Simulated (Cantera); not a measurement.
# Hydrogen reduction and annealing atmospheres: Nb2O5 + H2 + H2O

Charge: 1 mol Nb2O5, 41 mol H2, 0.2 mol H2O, at 35.0 Pa.

Equilibrium computed with Cantera from the NASA thermochemical tables; the gas is ideal and each condensed phase is pure. Candidate condensed phases: H2O, Nb, NbO, NbO2, Nb2O5; 12 gas species. Condensed phases not in the tables: the oxides between NbO2 and Nb2O5. Equilibrium is a limit: real reactors are often held back by kinetics, nucleation or transport.

From 1575 K to 2075 K the condensed part is NbO2(s). At 2125 K nothing is condensed. The main Nb-bearing gas is NbO2 throughout.

```
T (K)   x H2      x H    x NbO2   x H2O  n NbO2(s)
-----  -----  -------  --------  ------  ---------
1575   0.969  0.00219   1.49e-6  0.0291       2.00
1625   0.967  0.00371   5.55e-6  0.0291       2.00
1675   0.965  0.00610   1.90e-5  0.0290       2.00
1725   0.961  0.00973   6.05e-5  0.0290       2.00
1775   0.956   0.0151  0.000180  0.0289       1.99
1825   0.948   0.0229  0.000503  0.0287       1.98
1875   0.936   0.0339   0.00133  0.0285       1.94
1925   0.919   0.0490   0.00333  0.0282       1.86
1975   0.895   0.0692   0.00794  0.0278       1.65
2025   0.859   0.0953    0.0181  0.0271       1.19
2075   0.805    0.128    0.0397  0.0263      0.141
2125   0.762    0.169    0.0414  0.0255          0
```
x: gas mole fraction; n: condensed amount in mol.
